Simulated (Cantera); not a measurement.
A perfectly stirred reactor is fed with CH4 : O2 : N2 = 0.017 : 0.054 : 1 (molar parts), at 1.50 bar; it is held at 1450 K, and followed from long to short residence time.

Detailed kinetics in Cantera: GRI-Mech 3.0 (53 species, 325 reactions). The temperature is held fixed by assumption; the heat of reaction is taken as removed at once.

Task: Predict: x(CH4) at τ = 14.0 s; x(O2) at τ = 14.0 s; x(O) at τ = 14.0 s; x(N2O) at τ = 14.0 s; x(NO2) at τ = 14.0 s; x(CH4) at τ = 0.190 s; x(O2) at τ = 0.190 s; x(O) at τ = 0.190 s; x(N2O) at τ = 0.190 s; x(NO2) at τ = 0.190 s.

Result: 
| Quantity | Value |
|---|---|
| x(CH4) at τ = 14.0 s | 6.73e-7 |
| x(O2) at τ = 14.0 s | 0.0187 |
| x(O) at τ = 14.0 s | 1.77e-6 |
| x(N2O) at τ = 14.0 s | 1.87e-7 |
| x(NO2) at τ = 14.0 s | 7.37e-9 |
| x(CH4) at τ = 0.190 s | 1.09e-5 |
| x(O2) at τ = 0.190 s | 0.0187 |
| x(O) at τ = 0.190 s | 2.63e-5 |
| x(N2O) at τ = 0.190 s | 9.10e-7 |
| x(NO2) at τ = 0.190 s | 1.08e-8 |
